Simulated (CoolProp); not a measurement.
A single-stage vapour-compression cycle with the fluid: evaporating at 199.15 K (dew point), condensing at 246.15 K (bubble point), superheat 5 K, subcooling 2 K, compressor efficiency 0.75, no pressure losses. The same conditions are run with several fluids, on thermodynamics alone (safety and materials aside).

Values from CoolProp's reference Helmholtz-energy equation of state of each fluid (R13: Platzer 1990; C2F6 (R116): Lemmon 2006; chlorine: Thol 2021; propane: Lemmon 2009; carbonyl sulfide: Lemmon 2006; R125: Lemmon 2005). The equations of Platzer and Polt are older, rougher fits.

Task: Rank R13, C2F6 (R116), chlorine, propane, carbonyl sulfide, R125 by cooling COP, highest first.

Result: propane (2.69), R125 (2.61), carbonyl sulfide (2.59), R13 (2.49), chlorine (2.47), C2F6 (R116) (2.32)

```json
[
 {"fluid": "R13", "pressure ratio": "6.24", "discharge temperature (K)": "287.0", "refrigerating effect (kJ/kg)": "105", "volumetric capacity (kJ/m³)": "1010"},
 {"fluid": "C2F6 (R116)", "pressure ratio": "6.70", "discharge temperature (K)": "260.9", "refrigerating effect (kJ/kg)": "72.1", "volumetric capacity (kJ/m³)": "774"},
 {"fluid": "chlorine", "pressure ratio": "11.8", "discharge temperature (K)": "431.2", "refrigerating effect (kJ/kg)": "268", "volumetric capacity (kJ/m³)": "130"},
 {"fluid": "propane", "pressure ratio": "9.84", "discharge temperature (K)": "299.1", "refrigerating effect (kJ/kg)": "364", "volumetric capacity (kJ/m³)": "183"},
 {"fluid": "carbonyl sulfide", "pressure ratio": "9.18", "discharge temperature (K)": "363.3", "refrigerating effect (kJ/kg)": "274", "volumetric capacity (kJ/m³)": "283"},
 {"fluid": "R125", "pressure ratio": "11.1", "discharge temperature (K)": "280.3", "refrigerating effect (kJ/kg)": "131", "volumetric capacity (kJ/m³)": "218"}
]
```
